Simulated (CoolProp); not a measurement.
A Linde-Hampson liquefier for dry air: isothermal reversible compression at 280 K from 1 atm to 5 MPa, throttling to 1 atm, return gas leaving the recuperator 0 K below the feed. Each further row changes one setting.

The numbers come from the reference Helmholtz-energy equation of state, Lemmon 2000 in CoolProp. It is a pseudo-pure fit of the blend.

| case | liquid yield per pass | compression work (kJ/kg of gas) |
|---|---|---|
| as stated | 0.030 | 312 |
| high pressure 10 MPa | 0.058 | ? |
| warm-end temperature 310 K | 0.022 | ? |
| warm-end gap 5 K | ? | 312 |

**Question.** Fill in the missing entries.

**Answer.** 
- high pressure 10 MPa, compression work (kJ/kg of gas): 366
- warm-end temperature 310 K, compression work (kJ/kg of gas): 346
- warm-end gap 5 K, liquid yield per pass: 0.018
